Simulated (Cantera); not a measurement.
A perfectly stirred reactor is fed with 29.0 % CO, 4.06 % H2, 2.55 % CH4, 12.7 % O2, 47.9 % N2, 3.77 % H2O, equivalence ratio 1.7, at 101000 Pa; it is adiabatic with a 525 K inlet, and is followed from long to short residence time, starting on the burning branch (τ in s: 0.19, 0.075, 0.03, 0.012, 0.0049, 0.002, 0.00079, 0.00032, 0.00013, 5.1e-05).

Model: GRI-Mech 3.0 (53 species, 325 reactions), integrated in Cantera.

Problem. Predict: blow-out, bracketed by the residence times tried; x(CO) at τ = 0.190 s; x(H2) at τ = 0.190 s; x(CH4) at τ = 0.190 s; x(NO) at τ = 0.190 s; x(OH) at τ = 0.190 s; x(CO) at τ = 2.00 ms; x(H2) at τ = 2.00 ms; x(CH4) at τ = 2.00 ms; x(NO) at τ = 2.00 ms; x(OH) at τ = 2.00 ms.

Solution. 
| Quantity | Result |
|---|---|
| blow-out, bracketed by the residence times tried | burning at 51.0 µs, the shortest tried |
| x(CO) at τ = 0.190 s | 0.171 |
| x(H2) at τ = 0.190 s | 0.0217 |
| x(CH4) at τ = 0.190 s | 1.15e-6 |
| x(NO) at τ = 0.190 s | 0.000257 |
| x(OH) at τ = 0.190 s | 0.00140 |
| x(CO) at τ = 2.00 ms | 0.175 |
| x(H2) at τ = 2.00 ms | 0.0232 |
| x(CH4) at τ = 2.00 ms | 1.26e-5 |
| x(NO) at τ = 2.00 ms | 0.000129 |
| x(OH) at τ = 2.00 ms | 0.00590 |
